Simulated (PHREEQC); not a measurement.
0.051 g of hydrous ferric oxide (600 m²/g; 0.2 weak and 0.005 strong sites per Fe, Dzombak-Morel constants, diffuse double layer) in 1 kg of water with 0.05 mol/kgw of an inert sodium salt and 6.8e-07 mol/kgw MnCl2, at 25 °C; the pH is set by adding NaOH or the inert anion's acid. The system is closed to oxygen. The system is closed to CO2. Nothing may precipitate in this run.

Base run: PHREEQC, ion-association model, wateq4f.dat. Each further column changes one thing. The table gives surface potential ψ (mV).

```
pH  base  background salt from 0.05 to 0.005 mol/kgw  oxide from 0.051 to 0.26 g/kgw  2.4e-05 mol/kgw NaF added
--  ----  ------------------------------------------  ------------------------------  -------------------------
3    169                                         [?]                             169                        165
4    160                                         194                             160                        [?]
5    135                                         158                             135                        [?]
6     99                                         [?]                              99                         98
7     56                                         [?]                              56                        [?]
8      6                                           7                               6                          6
9    -44                                         -49                             -45                        -44
```

**Question.** Complete the blanks.

**Answer.** 
- 3, background salt from 0.05 to 0.005 mol/kgw: 215
- 4, 2.4e-05 mol/kgw NaF added: 155
- 5, 2.4e-05 mol/kgw NaF added: 132
- 6, background salt from 0.05 to 0.005 mol/kgw: 114
- 7, background salt from 0.05 to 0.005 mol/kgw: 62
- 7, 2.4e-05 mol/kgw NaF added: 55

The oxide is taken as insoluble; below pH 4 it would dissolve.
